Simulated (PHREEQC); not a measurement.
Solution A (0.0011 mol NH4HF2 per kg of water) is mixed with solution B (0.0019 mol/kgw HF, 5.2e-05 mol/kgw NaF, 0.013 mol/kgw H2SiF6 and 0.00073 mol/kgw H2SO4) at 25 °C; shares are by mass of water, 1 kg in all. O2 is buffered at 0.21 atm. No CO2 enters from the air. Only these solids could form: SiO2(a).

The numbers come from PHREEQC with the ion-association model, phreeqc.dat.

```json
[
 {"share of solution B": "0", "pH": "3.46", "HSO4- (mol/kgw)": "0", "SO4-2 (mol/kgw)": "0"},
 {"share of solution B": "0.1", "pH": "2.68", "HSO4- (mol/kgw)": "1.02e-5", "SO4-2 (mol/kgw)": "6.22e-5"},
 {"share of solution B": "0.2", "pH": "2.37", "HSO4- (mol/kgw)": "3.47e-5", "SO4-2 (mol/kgw)": "0.000110"},
 {"share of solution B": "0.3", "pH": "2.19", "HSO4- (mol/kgw)": "6.86e-5", "SO4-2 (mol/kgw)": "0.000149"},
 {"share of solution B": "0.4", "pH": "2.06", "HSO4- (mol/kgw)": "0.000109", "SO4-2 (mol/kgw)": "0.000182"},
 {"share of solution B": "0.5", "pH": "1.96", "HSO4- (mol/kgw)": "0.000153", "SO4-2 (mol/kgw)": "0.000211"},
 {"share of solution B": "0.6", "pH": "?", "HSO4- (mol/kgw)": "0.000201", "SO4-2 (mol/kgw)": "?"},
 {"share of solution B": "0.7", "pH": "?", "HSO4- (mol/kgw)": "0.000251", "SO4-2 (mol/kgw)": "0.000260"},
 {"share of solution B": "0.8", "pH": "1.75", "HSO4- (mol/kgw)": "0.000303", "SO4-2 (mol/kgw)": "?"},
 {"share of solution B": "0.9", "pH": "1.70", "HSO4- (mol/kgw)": "0.000356", "SO4-2 (mol/kgw)": "?"},
 {"share of solution B": "1", "pH": "1.65", "HSO4- (mol/kgw)": "0.000411", "SO4-2 (mol/kgw)": "0.000319"}
]
```

### Question
Some entries are withheld; supply them.

### Answer

- 0.6, pH: 1.87
- 0.6, SO4-2 (mol/kgw): 0.000237
- 0.7, pH: 1.81
- 0.8, SO4-2 (mol/kgw): 0.000281
- 0.9, SO4-2 (mol/kgw): 0.000300

Species that the database lacks are ignored. SiF6-2 is the database's only silicon fluoride.
